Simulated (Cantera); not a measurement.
Input: 1 mol Cu₂O, 0.53 mol H₂, at 1775 K and 1 atm.

Cantera equilibrium calculation (NASA polynomials, part measured and part estimated; ideal gas, pure solids and liquids). Candidate condensed phases: Cu, CuO, Cu(OH)₂, Cu₂O, H₂O; 12 gas species. Each liquid is taken as pure. Mutual solubility and eutectic melting of coexisting phases are not modelled. The numbers say what is thermodynamically allowed, not how fast it happens.

Base state: H₂O 0.996, O₂ 0.00236, H₂ 0.000866, OH 0.000606, Cu 0.000399 (mole fractions); condensed: Cu(l) + Cu₂O(l).

Task: What changes in the equilibrium state with this change: pressure from 1 atm to 1.70 bar?

Result: 
```
species         before     after
------------  --------  --------
H₂O              0.996     0.997
O₂             0.00236   0.00141
H₂            0.000866  0.000867
Cu            0.000399  0.000238
OH            0.000606  0.000468
Cu(l), mol        1.06      1.06
Cu₂O(l), mol     0.468     0.469
```
